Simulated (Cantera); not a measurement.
A perfectly stirred reactor is fed with CH3OH : O2 : N2 = 1 : 2.38 : 8.95 (molar parts), equivalence ratio 0.63, at 5.70 bar; it is adiabatic with a 498 K inlet, and is followed from long to short residence time, starting on the burning branch (τ in s: 0.075, 0.035, 0.017, 0.0078, 0.0037, 0.0017, 0.00081, 0.00038, 0.00018, 8.5e-05, 4e-05, 1.9e-05).

Cantera simulation using GRI-Mech 3.0 (53 species, 325 reactions); the numbers are that mechanism's predictions, not measurements. GRI-Mech 3.0 was tuned for natural gas; its chemistry of methanol as a main component is partial and can be far from experiment.

### Question
What does this change do: CH3OH 1 to 1.3 parts?

### Answer
| quantity | before | after |
|---|---|---|
| blow-out, bracketed by the residence times tried | burning at 85.0 µs, out at 40.0 µs | burning at 19.0 µs, the shortest tried |
| x(CH3OH) at τ = 75.0 ms | 1.25e-6 | 4.00e-7 |
| x(O2) at τ = 75.0 ms | 0.0684 | 0.0316 |
| x(CO) at τ = 75.0 ms | 0.000180 | 0.00141 |
| x(CH2) at τ = 75.0 ms | 9.05e-10 | 4.09e-9 |
| x(HCO) at τ = 75.0 ms | 8.50e-9 | 8.38e-9 |
| x(CH3OH) at τ = 0.810 ms | 3.94e-5 | 1.94e-5 |
| x(O2) at τ = 0.810 ms | 0.0696 | 0.0347 |
| x(CO) at τ = 0.810 ms | 0.00323 | 0.00594 |
| x(CH2) at τ = 0.810 ms | 2.40e-8 | 1.23e-7 |
| x(HCO) at τ = 0.810 ms | 7.97e-7 | 7.93e-7 |
